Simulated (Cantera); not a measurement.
**Thermodynamics of silicon carbide growth, feed SiH4 + CH4 + H2**

Charge: 1 mol SiH4, 0.32 mol CH4, 5.3 mol H2, held at 218 Torr.

Method: chemical equilibrium by Gibbs-energy minimisation in Cantera with the NASA 1993 tables (ideal gas, pure condensed phases). Candidate condensed phases: C, C6H6, C7H8, C8H18, Si, SiC; 87 gas species. Mutual solubility and eutectic melting of coexisting phases are not modelled. Gases not in the tables: Si2H6 and higher silanes. Kinetics and transport are ignored.

```json
[
 {"T (K)": "1250", "x H2": "1.000", "x H": "8.98e-7", "x Si": "2.86e-11", "x SiH2": "3.13e-8", "n Si(s)": "0.680", "n SiC(s)": "0.320", "n Si(l)": "0"},
 {"T (K)": "1350", "x H2": "1.000", "x H": "4.43e-6", "x Si": "6.88e-10", "x SiH2": "1.75e-7", "n Si(s)": "0.680", "n SiC(s)": "0.320", "n Si(l)": "0"},
 {"T (K)": "1450", "x H2": "1.000", "x H": "1.76e-5", "x Si": "1.06e-8", "x SiH2": "7.69e-7", "n Si(s)": "0.680", "n SiC(s)": "0.320", "n Si(l)": "0"},
 {"T (K)": "1550", "x H2": "1.000", "x H": "5.85e-5", "x Si": "1.15e-7", "x SiH2": "2.79e-6", "n Si(s)": "0.680", "n SiC(s)": "0.320", "n Si(l)": "0"},
 {"T (K)": "1650", "x H2": "1.000", "x H": "0.000169", "x Si": "9.24e-7", "x SiH2": "8.66e-6", "n Si(s)": "0.680", "n SiC(s)": "0.320", "n Si(l)": "0"},
 {"T (K)": "1750", "x H2": "1.000", "x H": "0.000432", "x Si": "5.18e-6", "x SiH2": "2.08e-5", "n Si(s)": "0", "n SiC(s)": "0.320", "n Si(l)": "0.680"},
 {"T (K)": "1850", "x H2": "0.999", "x H": "0.001000", "x Si": "2.22e-5", "x SiH2": "4.21e-5", "n Si(s)": "0", "n SiC(s)": "0.320", "n Si(l)": "0.679"},
 {"T (K)": "1950", "x H2": "0.998", "x H": "0.00213", "x Si": "8.21e-5", "x SiH2": "7.91e-5", "n Si(s)": "0", "n SiC(s)": "0.320", "n Si(l)": "0.678"},
 {"T (K)": "2050", "x H2": "0.995", "x H": "0.00420", "x Si": "0.000266", "x SiH2": "0.000139", "n Si(s)": "0", "n SiC(s)": "0.320", "n Si(l)": "0.676"},
 {"T (K)": "2150", "x H2": "0.991", "x H": "0.00780", "x Si": "0.000774", "x SiH2": "0.000232", "n Si(s)": "0", "n SiC(s)": "0.319", "n Si(l)": "0.670"}
]
```
x: gas mole fraction; n: condensed amount in mol.

From 1250 K to 1650 K the condensed part is Si(s) + SiC(s). From 1750 K to 2150 K the condensed part is Si(l) + SiC(s). The main Si-bearing gas is SiH4 at 1250 K and Si at 2150 K.
